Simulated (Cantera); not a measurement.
## Hydrocarbon pyrolysis for carbon deposition

An isothermal, constant-pressure homogeneous reactor starts with 5.56 % CH4, 94.4 % H2, at 1675 K and 100.0 Torr.

Detailed kinetics in Cantera: GRI-Mech 3.0 (53 species, 325 reactions). GRI-Mech 3.0 stops at C3 and has no aromatics, soot or wall deposition, so with more carbon than oxygen in the feed, carbon stays in small species such as C2H2 where larger ones or solid carbon would form.

```json
[
 {"t (s)": "0.000300", "x CH4": "0.0555", "x H2": "0.944", "x H": "2.71e-5", "x C2H2": "3.49e-10", "x C2H4": "4.73e-8"},
 {"t (s)": "0.000767", "x CH4": "0.0555", "x H2": "0.944", "x H": "6.79e-5", "x C2H2": "2.34e-8", "x C2H4": "8.19e-7"},
 {"t (s)": "0.00196", "x CH4": "0.0553", "x H2": "0.944", "x H": "0.000157", "x C2H2": "1.73e-6", "x C2H4": "1.27e-5"},
 {"t (s)": "0.00502", "x CH4": "0.0549", "x H2": "0.944", "x H": "0.000255", "x C2H2": "6.53e-5", "x C2H4": "8.67e-5"},
 {"t (s)": "0.0128", "x CH4": "0.0538", "x H2": "0.945", "x H": "0.000272", "x C2H2": "0.000534", "x C2H4": "0.000140"},
 {"t (s)": "0.0328", "x CH4": "0.0511", "x H2": "0.946", "x H": "0.000273", "x C2H2": "0.00181", "x C2H4": "0.000139"},
 {"t (s)": "0.0839", "x CH4": "0.0453", "x H2": "0.949", "x H": "0.000277", "x C2H2": "0.00460", "x C2H4": "0.000134"},
 {"t (s)": "0.215", "x CH4": "0.0348", "x H2": "0.955", "x H": "0.000285", "x C2H2": "0.00958", "x C2H4": "0.000132"},
 {"t (s)": "0.549", "x CH4": "0.0216", "x H2": "0.962", "x H": "0.000296", "x C2H2": "0.0159", "x C2H4": "0.000144"},
 {"t (s)": "1.40", "x CH4": "0.0108", "x H2": "0.968", "x H": "0.000307", "x C2H2": "0.0210", "x C2H4": "0.000165"},
 {"t (s)": "3.59", "x CH4": "0.00517", "x H2": "0.971", "x H": "0.000313", "x C2H2": "0.0237", "x C2H4": "0.000181"},
 {"t (s)": "9.18", "x CH4": "0.00333", "x H2": "0.972", "x H": "0.000315", "x C2H2": "0.0245", "x C2H4": "0.000187"},
 {"t (s)": "23.5", "x CH4": "0.00314", "x H2": "0.972", "x H": "0.000316", "x C2H2": "0.0246", "x C2H4": "0.000188"},
 {"t (s)": "60.0", "x CH4": "0.00314", "x H2": "0.972", "x H": "0.000316", "x C2H2": "0.0246", "x C2H4": "0.000188"}
]
```
x: mole fraction; the columns are a selection and need not sum to one.

Equilibrium at this temperature and pressure: CH4 0.00314, H2 0.972, H 0.000316, C2H2 0.0246, C2H4 0.000188 (gas phase only).
